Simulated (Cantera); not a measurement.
Stirred combustor or abatement burner

A perfectly stirred reactor is fed with 12.0 % H2, 7.69 % O2, 76.9 % N2, 3.36 % H2O, at 760 Torr; it is adiabatic with a 400 K inlet, and is followed from long to short residence time, starting on the burning branch (τ in s: 0.1, 0.05, 0.024, 0.012, 0.0056, 0.0027, 0.0013, 0.00064, 0.00031, 0.00015, 7.2e-05).

Model: GRI-Mech 3.0 (53 species, 325 reactions), integrated in Cantera.

| τ (s) | T (K) | x H2 | x O2 | x H2O | x H2O2 | x NO2 | x NO | x OH |
|---|---|---|---|---|---|---|---|---|
| 0.10 | 1331 | 0.000417 | 0.0181 | 0.163 | 5.41e-7 | 2.47e-9 | 6.74e-7 | 0.000317 |
| 0.050 | 1329 | 0.000655 | 0.0182 | 0.162 | 7.36e-7 | 1.83e-9 | 6.90e-7 | 0.000396 |
| 0.024 | 1324 | 0.00105 | 0.0184 | 0.162 | 1.01e-6 | 1.45e-9 | 7.94e-7 | 0.000499 |
| 0.012 | 1318 | 0.00163 | 0.0186 | 0.161 | 1.33e-6 | 1.26e-9 | 9.90e-7 | 0.000615 |
| 0.0056 | 1307 | 0.00262 | 0.0191 | 0.160 | 1.78e-6 | 1.13e-9 | 1.32e-6 | 0.000757 |
| 0.0027 | 1290 | 0.00412 | 0.0198 | 0.158 | 2.29e-6 | 1.03e-9 | 1.69e-6 | 0.000894 |
| 0.0013 | 1263 | 0.00654 | 0.0211 | 0.155 | 2.85e-6 | 8.95e-10 | 1.97e-6 | 0.00100 |
| 0.00064 | 1220 | 0.0107 | 0.0233 | 0.149 | 3.29e-6 | 6.99e-10 | 1.88e-6 | 0.00102 |
| 0.00031 | 400 | 0.120 | 0.0769 | 0.0336 | <1e-12 | <1e-12 | <1e-12 | <1e-12 |
| 0.00015 | 400 | 0.120 | 0.0769 | 0.0336 | <1e-12 | <1e-12 | <1e-12 | <1e-12 |
| 7.2e-5 | 400 | 0.120 | 0.0769 | 0.0336 | <1e-12 | <1e-12 | <1e-12 | <1e-12 |
x: mole fraction; the columns are a selection and need not sum to one.
